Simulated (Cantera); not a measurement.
Gas mixture: N2O = 0.94 (molar parts), at 0.160 bar, frozen composition.

Cantera's kinetic-theory transport with the Lennard-Jones parameters of GRI-Mech 3.0, ideal gas; thermal conductivity in the multicomponent form. The composition is frozen, though it would react at the higher temperatures.

One state of this run: ρ (kg/m³) = 0.121; cp (J/kg/K) = 1150; μ (µPa s) = 30.8; λ (mW/m/K) = 47.7; Pr = 0.743; D (cm²/s) O = 7.02; D (cm²/s) CO2 = 3.38; D (cm²/s) H2O = 5.40. D: mixture-averaged diffusion coefficient of that species in the mixture.

### Question
Which value of T (K) does it belong to?
A. 700
B. 400
C. 1150
D. 1000

### Answer
A, 700
